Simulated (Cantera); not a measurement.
A Cantera script and its output.

```python
import numpy as np
import cantera as ct

gas = ct.Solution("gri30.yaml")


def delay(T, t_max=10):
    gas.TPX = T, 100000, {'CH3OH': 1, 'O2': 1.81, 'N2': 4.7}
    reactor = ct.IdealGasReactor(gas, clone=False)
    net = ct.ReactorNet([reactor])
    net.rtol, net.atol = 1e-8, 1e-16
    while net.time < t_max:
        t_old, T_old = net.time, reactor.T
        net.step()
        if reactor.T > T + 400:  # ignition: a rise of 400 K
            return t_old + (T + 400 - T_old) / (reactor.T - T_old) * (net.time - t_old)
    return np.nan


taus = []
for T in [1223, 1273, 1323, 1373, 1423, 1473, 1523, 1573]:
    taus.append(delay(T))
    print(f"T0 = {T:6g} K   tau = {taus[-1]:.4e} s")
```

Output:

```
T0 =   1223 K   tau = 6.1521e-03 s
T0 =   1273 K   tau = 2.8775e-03 s
T0 =   1323 K   tau = 1.4363e-03 s
T0 =   1373 K   tau = 7.6101e-04 s
T0 =   1423 K   tau = 4.2591e-04 s
T0 =   1473 K   tau = 2.5055e-04 s
T0 =   1523 K   tau = 1.5414e-04 s
T0 =   1573 K   tau = 9.8661e-05 s
```

Model: GRI-Mech 3.0 (53 species, 325 reactions), integrated in Cantera. GRI-Mech 3.0 was tuned for natural gas; its chemistry of methanol as a main component is partial and can be far from experiment.
